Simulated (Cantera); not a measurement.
Charge: 1 mol Ta(OEt)5, 2 mol H2O, 12 mol H2, at 2048 K and 0.130 Pa.

Equilibrium computed with Cantera from the NASA thermochemical tables; the gas is ideal and each condensed phase is pure. Candidate condensed phases: C, C6H6, C7H8, C8H18, H2O, Ta, TaC, Ta2O5; 113 gas species. The feed counts by its element totals alone. TaC: taken at fixed stoichiometry. Condensed phases not in the tables: Ta2C. Equilibrium is a limit: real reactors are often held back by kinetics, nucleation or transport.

Base state: H 0.729, H2 0.138, CO 0.133, C2H2 (acetylene) 0.000144, C3 6.76e-5, C 6.43e-5, C2H 1.68e-5 (mole fractions); condensed: C(graphite) + TaC(s).

**Question.** What changes in the equilibrium state with this change: Ta(OEt)5 replaced by Nb?

**Answer.** 
```tsv
species	before	after
H	0.729	0.793
H2	0.138	0.163
NbO2	0	0.0367
CO	0.133	0
NbO	0	0.00336
O	<1e-9	0.00184
H2O	<1e-9	0.000989
OH	<1e-9	0.000524
C2H2 (acetylene)	0.000144	0
C(graphite), mol	1.97	0
TaC(s), mol	1.00	0
```
Further candidate phases: Nb, NbO, NbO2, Nb2O5.

**Question.** What changes in the equilibrium state with this change: Ta(OEt)5 replaced by V?

**Answer.** 
```json
[
 {"species": "H", "before": "0.729", "after": "0.789"},
 {"species": "H2", "before": "0.138", "after": "0.161"},
 {"species": "VO2", "before": "0", "after": "0.0307"},
 {"species": "CO", "before": "0.133", "after": "0"},
 {"species": "VO", "before": "0", "after": "0.00899"},
 {"species": "O", "before": "<1e-9", "after": "0.00519"},
 {"species": "H2O", "before": "<1e-9", "after": "0.00276"},
 {"species": "C(graphite), mol", "before": "1.97", "after": "0"},
 {"species": "TaC(s), mol", "before": "1.00", "after": "0"}
]
```
Further candidate phases: V, VO, V2O3, V2O4, V2O5.

**Question.** What changes in the equilibrium state with this change: pressure from 0.130 Pa to 4.80 bar?

**Answer.** 
| species | before | after |
|---|---|---|
| H2 | 0.138 | 0.788 |
| CO | 0.133 | 0.209 |
| CH4 | <1e-9 | 0.00112 |
| H | 0.729 | 0.000907 |
| H2O | <1e-9 | 7.69e-5 |
| C3 | 6.76e-5 | <1e-9 |
| C | 6.43e-5 | <1e-9 |
| C(graphite), mol | 1.97 | 1.91 |
| TaC(s), mol | 1.00 | 1.00 |
